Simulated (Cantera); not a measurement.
A Cantera script and what it prints.

```python
import numpy as np
import cantera as ct

gas_names = """
    CL CL2 H HCL H2 N NH NH2 NH3 N2 N2H2 N2H4 Si SiCL SiCL2 SiCL3 SiCL4 SiH SiHCL3 SiH2 SiH2CL2 SiH3
    SiH3CL SiH4 SiN Si2 Si2N Si3
""".split()
cond_names = """
    NH4CL(a) NH4CL(b) Si(cr) Si(L) Si3N4(a)
""".split()


# ... load() reads the species with a 1 bar reference pressure and builds the phases ...
atoms = {
    'SiCl4': {'Si': 1, 'CL': 4},
    'N2': {'N': 2},
    'H2': {'H': 2},
}
top_T = {'Si3N4(a)': 2400}  # K; cautious upper limits of use, not melting points


# ... equilibrate(T, P, feed) seeds the gas with the atoms and calls Mixture.equilibrate('TP', solver="vcs", rtol=1e-11, max_steps=5000) ...
results = []
T = 1173  # K
P = 14  # Pa
for m in [0.13, 0.17, 0.23, 0.32, 0.43, 0.58, 0.78]:
    feed = {'SiCl4': 1, 'N2': 94, 'H2': m}  # mol
    mix = equilibrate(T, P, feed)
    results.append((T, P, feed, dict(zip(mix.species_names, mix.species_moles))))
    x = sorted(zip(gas.X, gas.species_names), reverse=True)
    print(f"T = {T:g} K  P = {P:g} Pa  n(H2) = {m:g} mol  gas = {mix.phase_moles(0):.4g} mol")
    print("   x: " + "  ".join(f"{s} {v:.3e}" for v, s in x if v > 1e-06))
    print("   condensed (mol): " + ("  ".join(f"{mix.phase(i).name} {mix.phase_moles(i):.4g}"
          for i in range(1, mix.n_phases) if mix.phase_moles(i) > 1e-12) or "none"))
```

Result:

```
T = 1173 K  P = 14 Pa  n(H2) = 0.13 mol  gas = 95.26 mol
   x: N2 9.868e-01  SiCL4 8.674e-03  HCL 2.726e-03  SiCL2 9.221e-04  SiCL3 9.008e-04  CL 1.905e-05  H2 1.554e-06
   condensed (mol): none
T = 1173 K  P = 14 Pa  n(H2) = 0.17 mol  gas = 95.34 mol
   x: N2 9.859e-01  SiCL4 8.188e-03  HCL 3.558e-03  SiCL2 1.273e-03  SiCL3 1.028e-03  CL 1.576e-05  H2 3.872e-06
   condensed (mol): none
T = 1173 K  P = 14 Pa  n(H2) = 0.23 mol  gas = 95.46 mol
   x: N2 9.847e-01  SiCL4 7.484e-03  HCL 4.796e-03  SiCL2 1.817e-03  SiCL3 1.174e-03  CL 1.261e-05  H2 1.099e-05
   condensed (mol): none
T = 1173 K  P = 14 Pa  n(H2) = 0.32 mol  gas = 95.64 mol
   x: N2 9.829e-01  HCL 6.620e-03  SiCL4 6.480e-03  SiCL2 2.654e-03  SiCL3 1.321e-03  H2 3.531e-05  CL 9.706e-06
   condensed (mol): none
T = 1173 K  P = 14 Pa  n(H2) = 0.43 mol  gas = 95.84 mol
   x: N2 9.808e-01  HCL 8.775e-03  SiCL4 5.430e-03  SiCL2 3.525e-03  SiCL3 1.393e-03  H2 9.836e-05  CL 7.709e-06  SiHCL3 1.418e-06
   condensed (mol): Si3N4(a) 0.002693
T = 1173 K  P = 14 Pa  n(H2) = 0.58 mol  gas = 95.99 mol
   x: N2 9.786e-01  HCL 1.171e-02  SiCL4 4.857e-03  SiCL2 3.337e-03  SiCL3 1.282e-03  H2 1.854e-04  CL 7.494e-06  SiHCL3 1.791e-06
   condensed (mol): Si3N4(a) 0.03009
T = 1173 K  P = 14 Pa  n(H2) = 0.78 mol  gas = 96.2 mol
   x: N2 9.758e-01  HCL 1.551e-02  SiCL4 4.125e-03  SiCL2 3.078e-03  SiCL3 1.135e-03  H2 3.530e-04  CL 7.191e-06  SiHCL3 2.188e-06
   condensed (mol): Si3N4(a) 0.06591
```

These are equilibrium values from Cantera (NASA tables, ideal gas, pure condensed phases), not measurements of a reactor. N2 is the only nitrogen source here; it is nearly inert below about 1500 K, so the nitride shown seldom forms there in practice. The tables' values for SiCl3 are old estimates; treat these amounts as uncertain.
